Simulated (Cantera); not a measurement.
A jet of 2.87 % CH4, 6.32 % O2, 90.8 % N2, equivalence ratio 0.91 at 300 K and 5700 Pa hits a platinum plate 4.6 cm away at a mass flux of 0.023 kg/m²/s; the plate temperature is set and raised in steps from an oxygen-covered start.

Model: Deutschmann's 1995 Pt surface mechanism with GRI-Mech 3.0 gas chemistry, integrated in Cantera. Catalytic surfaces can have several steady states; this one follows from the mechanism file's or the stated starting coverage.

One state of this run: wall x CH4 = 0.00615; wall x O2 = 0.0154; wall x H2O = 0.0419; wall x OH = 2.58e-7; wall x CO = 6.51e-6; wall x CO2 = 0.0276; θ free Pt = 0.499; θ O* = 0.500; θ OH* = 0.00110. x: mole fraction at the wall; θ: surface coverage.

Task: Which value of plate T (K) does it belong to?
A. 1000
B. 1050
C. 950
D. 900

Result: A, 1000
